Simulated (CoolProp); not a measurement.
CH3F (R41) along the isobar 0.475 MPa: fugacity coefficient from the reference equation and from simpler models built on Tc = 44.1 °C, pc = 5.906 MPa, ω = 0.200; each cubic takes its own stable root.

The numbers come from the reference Helmholtz-energy equation of state, Lemmon 2006 in CoolProp. It is a short technical equation, of lower accuracy than the large ones.

| T (°C) | phase | reference |
|---|---|---|
| 17.45 | gas | 0.9579 |
| 23.95 | gas | 0.9609 |
| 30.45 | gas | 0.9636 |
| 37.05 | gas | 0.9661 |
| 43.55 | gas | 0.9684 |
| 50.05 | gas | 0.9704 |
| 56.55 | gas | 0.9723 |
| 63.15 | gas | 0.9740 |
| 69.65 | gas | 0.9756 |
| 76.15 | gas | 0.9771 |
| 82.65 | gas | 0.9785 |
| 89.25 | gas | 0.9797 |
| 95.75 | gas | 0.9809 |
| 102.25 | gas | 0.9820 |
| 108.75 | gas | 0.9830 |

Question: How far does each simpler model (van der Waals, Redlich-Kwong, Soave-Redlich-Kwong, Peng-Robinson) lie from the reference over these 15 states: mean and median of the absolute difference, and the worst?

Answer: 
- van der Waals: mean 0.6 %, median 0.5 %, worst +1.3 % at 17.45 °C and 0.475 MPa
- Redlich-Kwong: mean 0.3 %, median 0.3 %, worst +0.7 % at 17.45 °C and 0.475 MPa
- Soave-Redlich-Kwong: mean 0.4 %, median 0.4 %, worst +0.6 % at 17.45 °C and 0.475 MPa
- Peng-Robinson: mean 0.1 %, median 0.1 %, worst +0.3 % at 17.45 °C and 0.475 MPa
